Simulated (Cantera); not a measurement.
Input (Python, Cantera) and output of one run.

```python
import numpy as np
import cantera as ct

gas_names = """
    Fe FeO Fe(OH)2 H HO2 H2 H2O H2O2 H2S H2SO4 O OH O2 O3 S SH SO SO2 SO3 S2 S2O S8
""".split()
cond_names = """
    Fe(a) Fe(c) Fe(d) Fe(L) FeO(s) FeO(L) Fe(OH)2(s) Fe(OH)3(s) FeS(a) FeS(b) FeS(c) FeS(L) FeSO4(s)
    FeS2(s) Fe2O3(s) Fe2S3O12(s) Fe3O4(s) H2O(s) H2O(L) H2SO4(L) S(cr1) S(cr2) S(L)
""".split()


# ... load() reads the species with a 1 bar reference pressure and builds the phases ...
atoms = {
    'FeS2': {'Fe': 1, 'S': 2},
    'O2': {'O': 2},
    'H2O': {'H': 2, 'O': 1},
}
top_T = {'FeSO4(s)': 950, 'FeS2(s)': 1010, 'Fe2O3(s)': 1830, 'Fe2S3O12(s)': 1100, 'Fe3O4(s)': 1870}  # K; cautious upper limits of use, not melting points


# ... equilibrate(T, P, feed) seeds the gas with the atoms and calls Mixture.equilibrate('TP', solver="vcs", rtol=1e-11, max_steps=5000) ...
results = []
T = 1225  # K
P = 1000  # Pa
for m in [0.71, 0.9, 1.2, 1.5, 1.9, 2.4, 3, 3.9, 4.9, 6.3]:
    feed = {'FeS2': 1, 'O2': m, 'H2O': 0.39}  # mol
    mix = equilibrate(T, P, feed)
    results.append((T, P, feed, dict(zip(mix.species_names, mix.species_moles))))

top = {s: max(r[3][s] / sum(r[3][g] for g in gas_names) for r in results) for s in gas_names}
cols = sorted((s for s in top if top[s] > 0.0001), key=lambda s: -top[s])[:6]
seen = [c for c in cond_names if any(r[3].get(c, 0) > 1e-12 for r in results)]
print("log10 of partial pressures in bar; condensed amounts in mol")
print(f"{'n(O2)':>10s}" + "".join(f"{s[:9]:>10s}" for s in cols + seen))
for T, P, feed, n in results:
    ng = sum(n[g] for g in gas_names)
    print(f"{feed['O2']:10.4g}" + "".join(f"{np.log10(max(n[s] / ng * P / 1e5, 1e-99)):10.3f}" for s in cols)
          + "".join(f"{n.get(c, 0):10.4g}" for c in seen))
```

Result:

```
log10 of partial pressures in bar; condensed amounts in mol
     n(O2)       SO2        O2       H2O        S2        H2       SO3    FeS(c)  Fe2O3(s)  Fe3O4(s)
      0.71    -2.240   -12.358    -2.526    -2.969    -4.022    -9.095         1         0         0
       0.9    -2.215   -12.317    -2.563    -3.001    -4.080    -9.049    0.8844         0   0.03854
       1.2    -2.194   -12.304    -2.618    -2.985    -4.141    -9.022    0.6743         0    0.1086
       1.5    -2.178   -12.295    -2.667    -2.972    -4.195    -9.001    0.4643         0    0.1786
       1.9    -2.162   -12.285    -2.725    -2.959    -4.257    -8.980    0.1843         0    0.2719
       2.4    -2.114   -12.087    -2.777    -3.258    -4.408    -8.834         0         0    0.3333
         3    -2.122    -3.034    -2.830   -21.382    -8.987    -4.315         0       0.5         0
       3.9    -2.252    -2.491    -2.957   -22.726    -9.386    -4.173         0       0.5         0
       4.9    -2.361    -2.326    -3.065   -23.275    -9.576    -4.200         0       0.5         0
       6.3    -2.479    -2.224    -3.182   -23.713    -9.744    -4.267         0       0.5         0
```

These are equilibrium values from Cantera (NASA tables, ideal gas, pure condensed phases), not measurements of a reactor. Mutual solubility and eutectic melting of coexisting phases are not modelled. FeS: taken at fixed stoichiometry. Gases not in the tables: S3 to S7.
